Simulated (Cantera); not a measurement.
Input: 1 mol Si, 0.37 mol H₂O, 41 mol N₂, 0.26 mol O₂, equilibrated at 0.218 Torr.

These are equilibrium values from Cantera (NASA tables, ideal gas, pure condensed phases), not measurements of a reactor. Candidate condensed phases: H₂O, Si, SiO₂, Si₂N₂O, Si₃N₄; 35 gas species. N₂ is the only nitrogen source here; it is nearly inert below about 1500 K, so the nitride shown seldom forms there in practice. Mutual solubility and eutectic melting of coexisting phases are not modelled. The tables hold silica as quartz up to 1696 K and as liquid above; real silica turns to tridymite and cristobalite and melts near 1996 K. Equilibrium is a limit: real reactors are often held back by kinetics, nucleation or transport.

Question: What share of the Si ends up in condensed phases as a function of T (K), at 1075, 1175, 1275, 1375, 1475, 1575, 1675, 1775?

Answer: 
```json
[
 {"T (K)": "1075", "Si condensed (%)": "100.0", "as": "SiO₂(β-quartz) + Si₂N₂O(s)"},
 {"T (K)": "1175", "Si condensed (%)": "100.0", "as": "SiO₂(β-quartz) + Si₂N₂O(s)"},
 {"T (K)": "1275", "Si condensed (%)": "99.6", "as": "SiO₂(β-quartz) + Si₂N₂O(s)"},
 {"T (K)": "1375", "Si condensed (%)": "87.7", "as": "SiO₂(β-quartz) + Si₂N₂O(s)"},
 {"T (K)": "1475", "Si condensed (%)": "22.0", "as": "Si₂N₂O(s)"},
 {"T (K)": "1575", "Si condensed (%)": "20.9", "as": "Si₂N₂O(s)"},
 {"T (K)": "1675", "Si condensed (%)": "4.3", "as": "Si(s)"},
 {"T (K)": "1775", "Si condensed (%)": "0.0", "as": "-"}
]
```
